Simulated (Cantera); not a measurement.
Cantera run, input and output.

```python
import numpy as np
import cantera as ct

gas = ct.Solution("gri30.yaml")
gas.TPX = 525, 500000, {'CH4': 1, 'O2': 1.54, 'N2': 5.78}
inlet = ct.Reservoir(gas, clone=True)
gas.equilibrate("HP")  # start burning
reactor = ct.IdealGasConstPressureReactor(gas, energy="on", clone=False)
exhaust = ct.Reservoir(gas, clone=True)
tau = [0.12, 0.049, 0.02, 0.0084, 0.0035, 0.0014, 0.0006, 0.00025, 0.0001, 4.2e-05, 1.7e-05, 7.2e-06][0]
for a, b in ((inlet, reactor), (reactor, exhaust)):
    ct.MassFlowController(a, b, mdot=lambda t: reactor.mass / tau)
net = ct.ReactorNet([reactor])
show = ['CH4', 'O2', 'NO', 'CH3', 'H', 'HO2', 'C2H6']

rows = []
print(f"{'tau/s':>10s}{'T/K':>9s}" + "".join(f"{s:>11s}" for s in show))
for tau in [0.12, 0.049, 0.02, 0.0084, 0.0035, 0.0014, 0.0006, 0.00025, 0.0001, 4.2e-05, 1.7e-05, 7.2e-06]:
    net.initial_time = 0.0
    net.advance(30 * tau)
    before = gas.X
    net.advance(40 * tau)
    drift = np.max(np.abs(gas.X - before) / (gas.X + 1e-9))
    rows.append([gas.T, *gas[show].X, drift])
    print(f"{tau:10.3e}{gas.T:9.1f}" + "".join(f"{x:11.3e}" for x in gas[show].X))
```

Result:

```
     tau/s      T/K        CH4         O2         NO        CH3          H        HO2       C2H6
 1.200e-01   2218.5  2.652e-05  3.238e-05  1.305e-04  7.375e-06  6.894e-04  1.433e-08  3.052e-10
 4.900e-02   2217.1  5.133e-05  6.255e-05  1.668e-04  1.553e-05  7.705e-04  2.562e-08  1.321e-09
 2.000e-02   2215.1  9.334e-05  1.244e-04  2.063e-04  3.127e-05  8.862e-04  5.074e-08  5.188e-09
 8.400e-03   2212.0  1.587e-04  2.439e-04  2.405e-04  5.927e-05  1.036e-03  1.048e-07  1.796e-08
 3.500e-03   2207.3  2.615e-04  4.802e-04  2.651e-04  1.091e-04  1.230e-03  2.272e-07  5.841e-08
 1.400e-03   2199.1  4.312e-04  9.726e-04  2.746e-04  1.997e-04  1.485e-03  5.276e-07  1.888e-07
 6.000e-04   2186.0  6.941e-04  1.882e-03  2.606e-04  3.439e-04  1.748e-03  1.187e-06  5.553e-07
 2.500e-04   2161.0  1.226e-03  3.880e-03  2.082e-04  6.118e-04  1.967e-03  2.925e-06  1.897e-06
 1.000e-04   2092.8  3.001e-03  1.014e-02  8.817e-05  1.242e-03  1.773e-03  9.783e-06  1.234e-05
 4.200e-05    525.0  1.202e-01  1.851e-01 -3.381e-19 -1.460e-19 -1.349e-29 -4.917e-19 -1.462e-17
 1.700e-05    525.0  1.202e-01  1.851e-01 -2.538e-22  1.132e-20 -9.877e-33  1.106e-20 -1.098e-20
 7.200e-06    525.0  1.202e-01  1.851e-01 -1.603e-23  5.253e-21 -5.826e-34  5.236e-21 -6.933e-22
```

Cantera simulation using GRI-Mech 3.0 (53 species, 325 reactions); the numbers are that mechanism's predictions, not measurements.
